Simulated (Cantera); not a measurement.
Cantera run:

```python
import numpy as np
import cantera as ct

gas_names = [...]  # 109 gases of nasa_gas.yaml made of C, Cl, H, Si
cond_names = """
    C(gr) C6H6(L) C7H8(L) C8H18(L),n-octa Si(cr) Si(L) SiC(b)
""".split()


# ... load() reads the species with a 1 bar reference pressure and builds the phases ...
atoms = {
    'SiCl4': {'Si': 1, 'CL': 4},
    'CH4': {'C': 1, 'H': 4},
    'H2': {'H': 2},
    'C2H4': {'C': 2, 'H': 4},
}
top_T = {'C(gr)': 4500, 'SiC(b)': 3050}  # K; cautious upper limits of use, not melting points


# ... equilibrate(T, P, feed) seeds the gas with the atoms and calls Mixture.equilibrate('TP', solver="vcs", rtol=1e-11, max_steps=5000) ...
results = []
feed = {'SiCl4': 1, 'CH4': 0.67, 'H2': 6.1, 'C2H4': 0.056}  # mol
P = 35000  # Pa
for T in [1025, 1175, 1325, 1475, 1625, 1775, 1925, 2075, 2225, 2375, 2525]:
    mix = equilibrate(T, P, feed)
    results.append((T, P, feed, dict(zip(mix.species_names, mix.species_moles))))

top = {s: max(r[3][s] / sum(r[3][g] for g in gas_names) for r in results) for s in gas_names}
cols = sorted((s for s in top if top[s] > 0.0001), key=lambda s: -top[s])[:6]
seen = [c for c in cond_names if any(r[3].get(c, 0) > 1e-12 for r in results)]
print("log10 of partial pressures in bar; condensed amounts in mol")
print(f"{'T/K':>10s}" + "".join(f"{s[:9]:>10s}" for s in cols + seen))
for T, P, feed, n in results:
    ng = sum(n[g] for g in gas_names)
    print(f"{T:10.4g}" + "".join(f"{np.log10(max(n[s] / ng * P / 1e5, 1e-99)):10.3f}" for s in cols)
          + "".join(f"{n.get(c, 0):10.4g}" for c in seen))
```

It prints:

```
log10 of partial pressures in bar; condensed amounts in mol
       T/K        H2       HCL     SiCL4     SiCL2         H       CH4     C(gr)    SiC(b)
      1025    -0.562    -1.412    -1.532    -5.327    -8.642    -2.257     0.418    0.2272
      1175    -0.594    -1.137    -1.716    -4.162    -7.209    -2.906    0.2956    0.4546
      1325    -0.636    -0.974    -2.019    -3.347    -6.104    -3.444   0.08977    0.6827
      1475    -0.659    -0.913    -2.399    -2.699    -5.216    -4.004         0    0.7793
      1625    -0.668    -0.896    -2.915    -2.307    -4.485    -4.383         0    0.7807
      1775    -0.672    -0.889    -3.553    -2.178    -3.875    -4.513         0    0.7801
      1925    -0.672    -0.895    -4.128    -2.085    -3.356    -4.626   0.02285    0.7531
      2075    -0.669    -0.913    -4.603    -1.960    -2.909    -4.793   0.08347    0.6834
      2225    -0.668    -0.936    -5.036    -1.866    -2.522    -4.939    0.1378    0.6085
      2375    -0.670    -0.963    -5.436    -1.797    -2.186    -5.071    0.1803     0.523
      2525    -0.681    -0.999    -5.818    -1.753    -1.893    -5.203    0.2201    0.3881
```

These are equilibrium values from Cantera (NASA tables, ideal gas, pure condensed phases), not measurements of a reactor. The tables' values for SiCl3, SiCl are old estimates; treat these amounts as uncertain. Gases not in the tables: Si2H6 and higher silanes.
